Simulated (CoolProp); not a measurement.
A Linde-Hampson liquefier for oxygen: isothermal reversible compression at 280 K from 1 atm to 25 MPa, throttling to 1 atm, return gas leaving the recuperator 0 K below the feed. Each further row changes one setting.

The numbers come from the reference Helmholtz-energy equation of state, Schmidt 1985 in CoolProp.

```json
[
 {"case": "as stated", "liquid yield per pass": "0.150", "compression work (kJ/kg of gas)": "390"},
 {"case": "high pressure 50 MPa", "liquid yield per pass": "0.193", "compression work (kJ/kg of gas)": "441"},
 {"case": "warm-end temperature 310 K", "liquid yield per pass": "0.112", "compression work (kJ/kg of gas)": "437"},
 {"case": "warm-end gap 5 K", "liquid yield per pass": "0.139", "compression work (kJ/kg of gas)": "390"}
]
```

Above 300 K oxygen's equation is extrapolated.
